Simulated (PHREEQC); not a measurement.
0.019 g of hydrous ferric oxide (600 m²/g; 0.2 weak and 0.005 strong sites per Fe, Dzombak-Morel constants, diffuse double layer) in 1 kg of water with 0.1 mol/kgw of an inert sodium salt and 0.0066 mmol/kgw SrCl2 and 0.029 mmol/kgw BaCl2, at 25 °C; the pH is set by adding NaOH or the inert anion's acid. Oxygen is held at 0.21 atm. CO2 from the air is kept out. Precipitation was switched off in this run.

Base run: PHREEQC, ion-association model, wateq4f.dat. Each further column changes one thing. The table gives Ba sorbed (%).

```tsv
pH	base	no electrostatic term (-no_edl)	background salt from 0.1 to 0.01 mol/kgw	oxide from 0.019 to 0.095 g/kgw
3	0.0	0.0	0.0	0.0
3.75	0.0	0.0	0.0	0.0
4.5	0.0	0.0	0.0	0.0
4.88	0.0	0.0	0.0	0.0
5.62	0.0	0.2	0.0	0.0
6.38	0.0	0.9	0.0	0.1
7.12	0.2	?	0.2	1.0
7.5	0.7	2.3	?	3.3
8.25	2.6	?	?	12.7
9	3.6	?	4.1	17.8
```

### Question
What belongs in the gaps?

### Answer

- 7.12, no electrostatic term (-no_edl): 1.9
- 7.5, background salt from 0.1 to 0.01 mol/kgw: 0.8
- 8.25, no electrostatic term (-no_edl): 2.4
- 8.25, background salt from 0.1 to 0.01 mol/kgw: 2.9
- 9, no electrostatic term (-no_edl): 2.1

The oxide is taken as insoluble; below pH 4 it would dissolve.
